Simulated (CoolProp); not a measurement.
Model: reference Helmholtz-energy equation of state, Gao 2022, in CoolProp.

### Question
For n-perfluoropentane, give the phase and the cv (kJ/(kg K)), Joule-Thomson coefficient (K/MPa), fugacity coefficient at 154.85 °C and 37.5 bar; 154.85 °C and 62.5 bar.

### Answer
- 154.85 °C and 37.5 bar: supercritical; cv 1.00, Joule-Thomson coefficient 1.79, fugacity coefficient 0.450
- 154.85 °C and 62.5 bar: supercritical; cv 0.988, Joule-Thomson coefficient 0.606, fugacity coefficient 0.324
